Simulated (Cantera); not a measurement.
NO annealing gas

An isothermal, constant-pressure homogeneous reactor starts with 80.6 % NO, 19.4 % N2, at 1723 K and 170000 Pa.

Cantera simulation using GRI-Mech 3.0 (53 species, 325 reactions); the numbers are that mechanism's predictions, not measurements.

| t (s) | x NO | x O2 | x NO2 | x N2 | x O |
|---|---|---|---|---|---|
| 1.00e-5 | 0.806 | 1.24e-9 | 8.78e-7 | 0.194 | 3.69e-7 |
| 4.64e-5 | 0.806 | 9.96e-9 | 5.41e-6 | 0.194 | 4.18e-7 |
| 0.000215 | 0.806 | 1.19e-7 | 2.74e-5 | 0.194 | 5.85e-7 |
| 0.00100 | 0.806 | 3.97e-6 | 0.000140 | 0.194 | 1.39e-6 |
| 0.00464 | 0.805 | 0.000203 | 0.000513 | 0.194 | 3.74e-6 |
| 0.0215 | 0.801 | 0.00223 | 0.000658 | 0.196 | 4.66e-6 |
| 0.100 | 0.782 | 0.0117 | 0.000895 | 0.206 | 6.33e-6 |
| 0.464 | 0.703 | 0.0507 | 0.00140 | 0.245 | 1.07e-5 |
| 2.15 | 0.474 | 0.165 | 0.00164 | 0.360 | 1.82e-5 |
| 10.0 | 0.174 | 0.315 | 0.000827 | 0.509 | 2.47e-5 |
x: mole fraction; the columns are a selection and need not sum to one.

Equilibrium at this temperature and pressure: NO 0.00382, O2 0.401, NO2 2.04e-5, N2 0.595, O 2.78e-5 (gas phase only).
